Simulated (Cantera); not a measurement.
What does this Cantera script print?

```python
import numpy as np
import cantera as ct

gas_names = """
    C CN CO CO2 C2 CCN CNC C2N2 C2O C3 C3O2 C4 C4N2 C5 N NCO NO NO2 NO3 N2 N2O O O2 O3 Pb PbO Pb2
""".split()
cond_names = """
    C(gr) Pb(cr) Pb(L) PbO(rd) PbO(yw) PbO(L) PbO2(s) Pb3O4(s)
""".split()


def load(file, names, dense=False):
    # The tables refer to 1 bar. Condensed volumes are neglected.
    table = {s.name: s for s in ct.Species.list_from_file(file)}
    out = []
    for n in names:
        d = dict(table[n].input_data)
        d["thermo"] = dict(d["thermo"], **{"reference-pressure": 1e5})
        if dense:
            d["equation-of-state"] = {"model": "constant-volume", "density": "1e6 g/cm^3"}
        out.append(ct.Species.from_dict(d))
    return out


gas = ct.Solution(thermo="ideal-gas", species=load("nasa_gas.yaml", gas_names))
cond = {s.name: ct.Solution(thermo="fixed-stoichiometry", species=[s], name=s.name)
        for s in load("nasa_condensed.yaml", cond_names, dense=True)}
atoms = {
    'PbO': {'Pb': 1, 'O': 1},
    'CO': {'C': 1, 'O': 1},
    'N2': {'N': 2},
}
top_T = {'C(gr)': 4500, 'Pb3O4(s)': 820}  # K; cautious upper limits of use, not melting points


def equilibrate(T, P, feed):
    n = {}
    for name, mol in feed.items():
        for a, k in atoms[name].items():
            n[a] = n.get(a, 0.0) + k * mol
    gas.TPX = T, P, n
    mass = sum(n.values()) * gas.mean_molecular_weight
    gas.equilibrate("TP")
    valid = [c for c in cond.values() if c.min_temp <= T <= top_T.get(c.name, c.max_temp)]
    mix = ct.Mixture([(gas, mass / gas.mean_molecular_weight)] + [(c, 0.0) for c in valid])
    mix.T, mix.P = T, P
    mix.equilibrate("TP", solver="vcs", rtol=1e-11, max_steps=5000)
    return mix


results = []
T = 1498.15  # K
P = 1000  # Pa
for m in [3.7, 5.1, 7, 9.7, 13, 18, 26]:
    feed = {'PbO': 1, 'CO': 0.62, 'N2': m}  # mol
    mix = equilibrate(T, P, feed)
    results.append((T, P, feed, dict(zip(mix.species_names, mix.species_moles))))

top = {s: max(r[3][s] / sum(r[3][g] for g in gas_names) for r in results) for s in gas_names}
cols = sorted((s for s in top if top[s] > 1e-05), key=lambda s: -top[s])[:9]
seen = [c for c in cond_names if any(r[3].get(c, 0) > 1e-12 for r in results)]
print("log10 of partial pressures in bar; condensed amounts in mol")
print(f"{'n(N2)':>10s}" + "".join(f"{s[:9]:>10s}" for s in cols + seen))
for T, P, feed, n in results:
    ng = sum(n[g] for g in gas_names)
    print(f"{feed['N2']:10.4g}" + "".join(f"{np.log10(max(n[s] / ng * P / 1e5, 1e-99)):10.3f}" for s in cols)
          + "".join(f"{n.get(c, 0):10.4g}" for c in seen))
```

It prints:

```
log10 of partial pressures in bar; condensed amounts in mol
     n(N2)        N2        Pb       CO2       PbO        O2        CO        NO
       3.7    -2.158    -2.928    -2.935    -3.156    -5.078    -5.718    -6.144
       5.1    -2.120    -3.028    -3.036    -3.260    -5.086    -5.815    -6.129
         7    -2.091    -3.134    -3.144    -3.372    -5.097    -5.918    -6.120
       9.7    -2.067    -3.250    -3.263    -3.495    -5.112    -6.029    -6.115
        13    -2.051    -3.358    -3.374    -3.611    -5.129    -6.132    -6.116
        18    -2.038    -3.481    -3.501    -3.747    -5.152    -6.248    -6.121
        26    -2.027    -3.624    -3.650    -3.906    -5.186    -6.379    -6.132
```

Method: chemical equilibrium by Gibbs-energy minimisation in Cantera with the NASA 1993 tables (ideal gas, pure condensed phases). Gases not in the tables: (PbO)n polymers.
